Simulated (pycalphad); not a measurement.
An equivalent pycalphad script:

```python
from pycalphad import Database, equilibrium, calculate, variables as v
import numpy as np
db = Database('COST507.tdb')
comps = ['MG', 'SI', 'VA']
phases = ['DIAMOND_A4', 'HCP_A3', 'LIQUID', 'MG2SI']
eq = equilibrium(db, comps, phases, {v.X('SI'): 0.861, v.T: np.arange(1650, 349, -50), v.P: 101325, v.N: 1}, output=['HM', 'SM'])
```

Source of the numbers: pycalphad with the COST 507 light-alloy database (1999); pressure 1 atm. No gas phase is included, though pure Mg would boil below 1650 K. The data set is of 1999 and partly superseded. Phase fractions are per mole of atoms. Diffusion is slow at the low end, where real alloys seldom reach equilibrium.

Results at three of the temperatures:

```
T = 1650.00 K, P = 101325 Pa, N = 1 mol of atoms
G = -78856 J/mol, H = 67830 J/mol, S = 88.90 J/(mol K)  (SER reference)
chemical potentials (J/mol): Mg -145509, Si -68096
phase             fraction      x(Mg)      x(Si)
LIQUID              1.0000     0.1390     0.8610
```

```
T = 1200.00 K, P = 101325 Pa, N = 1 mol of atoms
G = -46641 J/mol, H = 17820 J/mol, S = 53.72 J/(mol K)  (SER reference)
chemical potentials (J/mol): Mg -85627, Si -40347
phase             fraction      x(Mg)      x(Si)
DIAMOND_A4          0.7915       none     1.0000
MG2SI               0.2085     0.6667     0.3333
```

```
T = 550.00 K, P = 101325 Pa, N = 1 mol of atoms
G = -17480 J/mol, H = 1133 J/mol, S = 33.84 J/(mol K)  (SER reference)
chemical potentials (J/mol): Mg -50330, Si -12177
phase             fraction      x(Mg)      x(Si)
DIAMOND_A4          0.7915       none     1.0000
MG2SI               0.2085     0.6667     0.3333
```

Changes of the phase set, refined by bisection:

| T (K) | phases above | phases below |
|---|---|---|
| 1576.3 | liquid | diamond (Si) + liquid |
| 1216.7 | diamond (Si) + liquid | diamond (Si) + MG2SI |

Database names, with the compositions (at.%) that they take in these runs: MG2SI: Mg 67 Si 33. DIAMOND_A4 is diamond (Si). An entry "none" or "no" means that the model of the phase leaves that element out.
